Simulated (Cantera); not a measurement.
A perfectly stirred reactor is fed with C3H8 : O2 : N2 = 1 : 2.94 : 16.2 (molar parts), equivalence ratio 1.7, at 9.87 atm; it is adiabatic with a 700 K inlet, and is followed from long to short residence time, starting on the burning branch (τ in s: 0.043, 0.019, 0.0088, 0.004, 0.0018, 0.00082, 0.00037, 0.00017, 7.6e-05, 3.5e-05).

Computed with Cantera and GRI-Mech 3.0 (53 species, 325 reactions). GRI-Mech 3.0 was tuned for natural gas; its chemistry of propane as a main component is partial and can be far from experiment.

Task: What does this change do: 0.45 parts CO2 added?

Result: 
```tsv
quantity	before	after
blow-out, bracketed by the residence times tried	burning at 0.170 ms, out at 76.0 µs	burning at 0.370 ms, out at 0.170 ms
x(C3H8) at τ = 43.0 ms	1.34e-6	1.79e-6
x(O2) at τ = 43.0 ms	0.000310	0.000415
x(HO2) at τ = 43.0 ms	1.23e-7	1.58e-7
x(NO) at τ = 43.0 ms	2.10e-6	1.30e-6
x(CH2) at τ = 43.0 ms	1.97e-7	1.72e-7
x(C3H8) at τ = 0.820 ms	6.45e-5	8.87e-5
x(O2) at τ = 0.820 ms	0.00563	0.00663
x(HO2) at τ = 0.820 ms	5.34e-6	6.96e-6
x(NO) at τ = 0.820 ms	1.20e-6	6.86e-7
x(CH2) at τ = 0.820 ms	3.13e-6	2.52e-6
```

Task: What does this change do: 1.3 parts H2O added?

Result: 
```json
[
 {"quantity": "blow-out, bracketed by the residence times tried", "before": "burning at 0.170 ms, out at 76.0 µs", "after": "burning at 0.370 ms, out at 0.170 ms"},
 {"quantity": "x(C3H8) at τ = 43.0 ms", "before": "1.34e-6", "after": "2.01e-6"},
 {"quantity": "x(O2) at τ = 43.0 ms", "before": "0.000310", "after": "0.000445"},
 {"quantity": "x(HO2) at τ = 43.0 ms", "before": "1.23e-7", "after": "1.99e-7"},
 {"quantity": "x(NO) at τ = 43.0 ms", "before": "2.10e-6", "after": "6.34e-7"},
 {"quantity": "x(CH2) at τ = 43.0 ms", "before": "1.97e-7", "after": "1.35e-7"},
 {"quantity": "x(C3H8) at τ = 0.820 ms", "before": "6.45e-5", "after": "0.000109"},
 {"quantity": "x(O2) at τ = 0.820 ms", "before": "0.00563", "after": "0.00729"},
 {"quantity": "x(HO2) at τ = 0.820 ms", "before": "5.34e-6", "after": "9.31e-6"},
 {"quantity": "x(NO) at τ = 0.820 ms", "before": "1.20e-6", "after": "3.46e-7"},
 {"quantity": "x(CH2) at τ = 0.820 ms", "before": "3.13e-6", "after": "1.92e-6"}
]
```
